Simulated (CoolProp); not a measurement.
The numbers come from the reference Helmholtz-energy equation of state, Bücker 2006 in CoolProp.

Give the vapour pressure (MPa), surface tension (mN/m), vapour viscosity (µPa s) of saturated n-butane at 225.8, 290.9, 317 K.


| T (K) | p (MPa) | surface tension (mN/m) | vapour viscosity (µPa s) |
|---|---|---|---|
| 225.8 | 0.0111 | 20.6 | 5.62 |
| 290.9 | 0.193 | 12.7 | 7.21 |
| 317 | 0.421 | 9.82 | 7.89 |

Viscosity comes from a separate model (Vogel 1999). Surface tension comes from a separate correlation (Mulero 2012).
